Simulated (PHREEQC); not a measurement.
Make-up at 35 °C: 0.0049 mol Na2CO3 and 0.00014 mol CuCl2 per kg of water. Closed to the air; pH follows from the charge balance.

Model: ion-association model, wateq4f.dat, run in PHREEQC.

| quantity | before | after |
|---|---|---|
| Na+ (mol/kgw) | 0.00922 | 0.00194 |
| CO3-2 (mol/kgw) | 0.00320 | 0.000515 |
| HCO3- (mol/kgw) | 0.00112 | 0.000441 |
| NaCO3- (mol/kgw) | 0.000573 | 2.43e-5 |
| SI of Nahcolite (NaHCO3) | -4.62 | -5.66 |
| SI of Natron (Na2CO3:10H2O) | -5.92 | -7.92 |

Problem. Name the change that produced these shifts.
A. 0.0047 mol/kgw LiOH added
B. Na2CO3 from 0.0049 to 0.049 mol/kgw
C. diluted 5-fold with water
D. CuCl2 replaced by CsCl at the same molality
E. CuCl2 left out

Solution. C, diluted 5-fold with water

No solid was allowed to form. Some of these states are supersaturated (in Cu(OH)2, Malachite, Tenorite (slow to form), for instance). The database's constant for dissolved Cu(OH)2 is higher than later reviews accept.
